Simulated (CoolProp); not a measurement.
A closed Brayton cycle with carbon dioxide: compressor inlet 329.15 K and 9.3 MPa, high pressure 26.2 MPa, turbine inlet 665 K, compressor efficiency 0.85, turbine efficiency 0.85, recuperator effectiveness 0.8 (on enthalpy, no pinch check). Each further row changes one setting.

Computed with CoolProp (reference Helmholtz-energy equation of state, Span 1996).

```
case                           thermal efficiency (%)  net work (kJ/kg)  compressor to turbine work  compressor exit (K)  turbine exit (K)
-----------------------------  ----------------------  ----------------  --------------------------  -------------------  ----------------
as stated                                        21.4              46.1                        0.53                412.1             559.7
turbine inlet 615 K                              18.6              36.2                        0.59                412.1             513.3
compressor inlet 339.15 K                        19.3              38.8                        0.61                430.2             559.7
high pressure 22.3 MPa                           20.9              42.2                        0.50                398.9             575.8
recuperator effectiveness 0.5                    17.2              46.1                        0.53                412.1             559.7
```
